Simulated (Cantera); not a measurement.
## Thermodynamics of halide evaporation, hydrolysis and transport, feed PbCl₂ + H₂ + N₂

Input: 1 mol PbCl₂, 0.18 mol H₂, a varied amount of N₂, at 948.15 K and 0.00810 bar.

Method: chemical equilibrium by Gibbs-energy minimisation in Cantera with the NASA 1993 tables (ideal gas, pure condensed phases). Candidate condensed phases: NH₄Cl, Pb, PbCl₂; 17 gas species. The tables' values for PbCl₄ are old estimates; treat these amounts as uncertain. Rates play no part.

| n(N₂) (mol) | x N₂ | x PbCl₂ | x HCl | x PbCl | x H₂ | x PbCl₄ | x Pb | x Cl | n Pb(l) |
|---|---|---|---|---|---|---|---|---|---|
| 14 | 0.917 | 0.0463 | 0.0170 | 0.0133 | 0.00328 | 0.00202 | 0.000593 | 1.66e-9 | 0.0500 |
| 20 | 0.939 | 0.0332 | 0.0122 | 0.0113 | 0.00235 | 0.00103 | 0.000593 | 1.40e-9 | 0.0193 |
| 26 | 0.952 | 0.0257 | 0.00958 | 0.00973 | 0.00180 | 0.000645 | 0.000571 | 1.26e-9 | 0 |
| 31 | 0.959 | 0.0216 | 0.00831 | 0.00835 | 0.00141 | 0.000519 | 0.000500 | 1.23e-9 | 0 |
| 37 | 0.966 | 0.0181 | 0.00719 | 0.00715 | 0.00110 | 0.000418 | 0.000437 | 1.21e-9 | 0 |
| 43 | 0.970 | 0.0156 | 0.00635 | 0.00626 | 0.000888 | 0.000347 | 0.000390 | 1.19e-9 | 0 |
| 49 | 0.974 | 0.0137 | 0.00569 | 0.00557 | 0.000734 | 0.000296 | 0.000352 | 1.17e-9 | 0 |
| 54 | 0.976 | 0.0124 | 0.00523 | 0.00511 | 0.000636 | 0.000262 | 0.000326 | 1.16e-9 | 0 |
| 60 | 0.978 | 0.0111 | 0.00478 | 0.00465 | 0.000543 | 0.000231 | 0.000300 | 1.14e-9 | 0 |
| 66 | 0.980 | 0.0101 | 0.00441 | 0.00426 | 0.000470 | 0.000205 | 0.000278 | 1.13e-9 | 0 |
| 72 | 0.982 | 0.00926 | 0.00409 | 0.00394 | 0.000412 | 0.000185 | 0.000259 | 1.12e-9 | 0 |
x: gas mole fraction; n: condensed amount in mol.

From 14 mol N₂ to 20 mol N₂ the condensed part is Pb(l). From 26 mol N₂ to 72 mol N₂ nothing is condensed. The main Pb-bearing gas is PbCl₂ throughout.
